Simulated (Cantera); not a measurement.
Input: 1 mol c-C4F8, 1.8 mol H2, 0.22 mol CH4, equilibrated at 18.0 Pa.

These are equilibrium values from Cantera (NASA tables, ideal gas, pure condensed phases), not measurements of a reactor. Candidate condensed phases: C, C6H6, C7H8, C8H18; 95 gas species. The feed counts by its element totals alone. Gases not in the tables: C2F6 and larger saturated fluorocarbons. The numbers say what is thermodynamically allowed, not how fast it happens.

x: gas mole fraction; n: condensed amount in mol.

| T (K) | x HF | x F | x CF4 | x CF2 | x CF3 | x CF | n C(graphite) |
|---|---|---|---|---|---|---|---|
| 925 | 0.836 | 1.16e-10 | 0.164 | 1.03e-9 | 8.14e-10 | <1e-12 | 3.34 |
| 1075 | 0.836 | 3.58e-8 | 0.164 | 1.75e-7 | 5.14e-8 | <1e-12 | 3.34 |
| 1225 | 0.836 | 2.72e-6 | 0.164 | 8.30e-6 | 1.17e-6 | … | 3.34 |
| 1375 | 0.836 | 8.04e-5 | 0.164 | 0.000168 | 1.33e-5 | … | 3.34 |
| 1525 | 0.834 | 0.00122 | 0.163 | 0.00185 | 9.34e-5 | … | 3.34 |
| 1675 | 0.823 | 0.0113 | 0.152 | 0.0128 | 0.000440 | … | 3.32 |
| 1825 | 0.771 | 0.0667 | 0.106 | 0.0551 | 0.00127 | … | 3.27 |
| 1975 | 0.655 | 0.220 | 0.0222 | 0.100 | 0.00121 | … | 3.37 |

### Question
What belongs in the gaps?

### Answer

- 1225, x CF: 2.12e-11
- 1375, x CF: 3.87e-9
- 1525, x CF: 2.51e-7
- 1675, x CF: 7.56e-6
- 1825, x CF: 0.000120
- 1975, x CF: 0.000903
